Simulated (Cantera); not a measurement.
Cantera run, input and output.

```python
import numpy as np
import cantera as ct

gas = ct.Solution("gri30.yaml")
gas.TPX = 1375, 430, {'H2': 0.37, 'O2': 0.2, 'N2': 0.54}
reactor = ct.IdealGasConstPressureReactor(gas, energy="off", clone=False)
net = ct.ReactorNet([reactor])
net.rtol, net.atol = 1e-08, 1e-18
show = ['H2', 'O2', 'NO2', 'NO', 'H', 'OH', 'O']
times = np.geomspace(1e-06, 7, 11)

steps = ct.SolutionArray(gas, extra=["t"])
rows = []
print(f"{'t/s':>10s}{'T/K':>9s}{'P/Pa':>11s}" + "".join(f"{s:>11s}" for s in show))
for t in times:
    while net.time < t:
        t_next = net.step()
        steps.append(gas.state, t=t_next)
    rows.append([np.interp(t, steps.t, y) for y in (steps.T, steps.P, *steps(*show).X.T)])
    print(f"{t:10.3e}{rows[-1][0]:9.1f}{rows[-1][1]:11.4g}" + "".join(f"{x:11.3e}" for x in rows[-1][2:]))
rate = np.gradient(steps.T, steps.t)
print("integrator steps:", len(steps.t))
if steps.T.max() > steps.T[0] + 200:
    print(f"time of steepest temperature rise: {steps.t[rate.argmax()]:.4e} s")
gas.TPX = 1375, 430, {'H2': 0.37, 'O2': 0.2, 'N2': 0.54}
gas.equilibrate("TP")
print(f"equilibrium (TP): T = {gas.T:.1f} K  " + "  ".join(f"{s} {gas[s].X[0]:.3e}" for s in show))
```

Output:

```
       t/s      T/K       P/Pa         H2         O2        NO2         NO          H         OH          O
 1.000e-06   1375.0        430  3.333e-01  1.802e-01  2.787e-35  3.002e-25  3.180e-10  4.397e-13  4.416e-13
 4.836e-06   1375.0        430  3.333e-01  1.802e-01  1.808e-32  3.292e-23  1.531e-09  9.843e-12  1.005e-11
 2.339e-05   1375.0        430  3.333e-01  1.802e-01  1.870e-29  3.535e-21  7.305e-09  1.945e-10  2.122e-10
 1.131e-04   1375.0        430  3.333e-01  1.802e-01  3.068e-26  3.462e-19  3.760e-08  2.758e-09  3.522e-09
 5.471e-04   1375.0        430  3.333e-01  1.802e-01  6.436e-23  3.601e-17  4.717e-07  4.898e-08  6.790e-08
 2.646e-03   1375.0        430  3.299e-01  1.788e-01  2.826e-18  8.729e-13  2.000e-03  2.132e-04  2.984e-04
 1.280e-02   1375.0        430  5.103e-02  6.014e-02  3.769e-13  6.439e-07  1.600e-01  1.117e-02  3.227e-02
 6.188e-02   1375.0        430  5.059e-02  5.836e-02  2.396e-12  3.996e-06  1.469e-01  1.095e-02  2.931e-02
 2.993e-01   1375.0        430  4.648e-02  5.031e-02  9.755e-12  1.465e-05  9.825e-02  9.749e-03  1.899e-02
 1.447e+00   1375.0        430  2.582e-02  3.064e-02  2.538e-11  2.620e-05  2.351e-02  5.670e-03  4.757e-03
 7.000e+00   1375.0        430  5.279e-03  1.839e-02  9.182e-11  2.846e-05  1.487e-03  1.985e-03  5.157e-04
integrator steps: 1093
equilibrium (TP): T = 1375.0 K  H2 1.479e-05  O2 1.612e-02  NO2 2.215e-08  NO 1.506e-04  H 2.023e-07  OH 9.844e-05  O 1.241e-06
```

Detailed kinetics in Cantera: GRI-Mech 3.0 (53 species, 325 reactions). Radical loss at walls, strong at low pressure, is not modelled. The temperature is held fixed by assumption; the heat of reaction is taken as removed at once.
